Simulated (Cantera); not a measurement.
Input: 1 mol CH2F2, 0.21 mol HCl, 0.066 mol Si, equilibrated at 1650 K.

Equilibrium computed with Cantera from the NASA thermochemical tables; the gas is ideal and each condensed phase is pure. Candidate condensed phases: C, C6H6, C7H8, C8H18, Si, SiC; 143 gas species. The tables' values for SiF3 are old estimates; treat these amounts as uncertain. Kinetics and transport are ignored.

Q: At 0.150 bar, list the 6 most abundant gas species with their mole fractions, and the condensed phases.

A: HF 0.810, HCl 0.0979, H2 0.0615, SiF4 0.0307, Cl 7.25e-5, H 5.82e-5. Condensed: C(graphite).
